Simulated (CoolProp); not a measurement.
Vapour-liquid equilibrium of CHF3 (R23) (1) + R22 (2) at -17.55 °C; x and y are mole fractions of (1).

Computed with CoolProp (multi-fluid Helmholtz-energy mixture model, Penoncello 2003 and Kamei 1995; pair parameters Bell 2016).

```tsv
x	bubble pressure, mixture model (MPa)	bubble pressure, Raoult's law (MPa)	y, mixture model	y, Raoult's law
0.05	0.3398	0.3311	0.231	0.227
0.125	0.4434	0.4238	0.440	0.444
0.2	0.5441	0.5165	0.569	0.583
0.275	0.6413	0.6092	0.657	0.679
0.35	0.7352	0.7019	0.721	0.751
0.425	0.8258	0.7946	0.771	0.805
0.5	0.9138	0.8873	0.812	0.848
0.575	0.9999	0.9800	0.846	0.883
0.65	1.085	1.073	0.876	0.912
0.725	1.170	1.165	0.904	0.936
0.8	1.257	1.258	0.930	0.957
0.875	1.346	1.351	0.956	0.975
0.95	1.440	1.443	0.982	0.991
```

The largest gap from Raoult's law is +5.3 % in bubble pressure, at x = 0.2. No azeotrope shows between x = 0.05 and 0.95.

Pair parameters are fitted to limited data, so mixtures are less certain than the pure fluids.
